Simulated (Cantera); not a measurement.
Cantera run, input and output.

```python
import numpy as np
import cantera as ct

gas = ct.Solution("gri30.yaml")
gas.TPX = 1123, 101325, {'CO': 1, 'H2': 1.1, 'CH4': 0.41, 'O2': 1.25, 'N2': 4.69}
reactor = ct.IdealGasReactor(gas, energy="on", clone=False)
net = ct.ReactorNet([reactor])
net.rtol, net.atol = 1e-08, 1e-16
show = ['CO', 'H2', 'CH4', 'OH', 'CO2', 'H2O']
times = np.geomspace(6e-06, 1, 12)

steps = ct.SolutionArray(gas, extra=["t"])
rows = []
print(f"{'t/s':>10s}{'T/K':>9s}{'P/Pa':>11s}" + "".join(f"{s:>11s}" for s in show))
for t in times:
    while net.time < t:
        t_next = net.step()
        steps.append(gas.state, t=t_next)
    rows.append([np.interp(t, steps.t, y) for y in (steps.T, steps.P, *steps(*show).X.T)])
    print(f"{t:10.3e}{rows[-1][0]:9.1f}{rows[-1][1]:11.4g}" + "".join(f"{x:11.3e}" for x in rows[-1][2:]))
rate = np.gradient(steps.T, steps.t)
print("integrator steps:", len(steps.t))
if steps.T.max() > steps.T[0] + 200:
    print(f"time of steepest temperature rise: {steps.t[rate.argmax()]:.4e} s")
gas.TPX = 1123, 101325, {'CO': 1, 'H2': 1.1, 'CH4': 0.41, 'O2': 1.25, 'N2': 4.69}
gas.equilibrate("UV")
print(f"equilibrium (UV): T = {gas.T:.1f} K  " + "  ".join(f"{s} {gas[s].X[0]:.3e}" for s in show))
```

It prints:

```
       t/s      T/K       P/Pa         CO         H2        CH4         OH        CO2        H2O
 6.000e-06   1123.0  1.013e+05  1.183e-01  1.302e-01  4.852e-02  2.383e-10  1.713e-09  2.766e-09
 1.790e-05   1123.0  1.013e+05  1.183e-01  1.302e-01  4.852e-02  6.615e-10  6.666e-09  2.187e-08
 5.340e-05   1123.0  1.013e+05  1.183e-01  1.302e-01  4.852e-02  4.271e-09  4.525e-08  2.803e-07
 1.593e-04   1123.2  1.013e+05  1.183e-01  1.301e-01  4.849e-02  6.212e-07  5.401e-06  4.744e-05
 4.753e-04   1387.6  1.247e+05  1.228e-01  1.195e-01  3.564e-02  8.446e-05  2.626e-03  2.860e-02
 1.418e-03   2864.5  2.511e+05  1.158e-01  4.947e-02  4.289e-13  1.472e-02  5.595e-02  1.698e-01
 4.231e-03   2862.9  2.509e+05  1.159e-01  4.960e-02  4.340e-13  1.461e-02  5.586e-02  1.698e-01
 1.262e-02   2862.9  2.509e+05  1.159e-01  4.960e-02  4.340e-13  1.461e-02  5.586e-02  1.698e-01
 3.766e-02   2862.9  2.509e+05  1.159e-01  4.960e-02  4.340e-13  1.461e-02  5.586e-02  1.698e-01
 1.123e-01   2862.9  2.509e+05  1.159e-01  4.960e-02  4.340e-13  1.461e-02  5.586e-02  1.698e-01
 3.352e-01   2862.9  2.509e+05  1.159e-01  4.960e-02  4.340e-13  1.461e-02  5.586e-02  1.698e-01
 1.000e+00   2862.9  2.509e+05  1.159e-01  4.960e-02  4.340e-13  1.461e-02  5.586e-02  1.698e-01
integrator steps: 1890
time of steepest temperature rise: 5.0283e-04 s
equilibrium (UV): T = 2862.9 K  CO 1.159e-01  H2 4.960e-02  CH4 5.248e-13  OH 1.461e-02  CO2 5.586e-02  H2O 1.698e-01
```

Computed with Cantera and GRI-Mech 3.0 (53 species, 325 reactions).
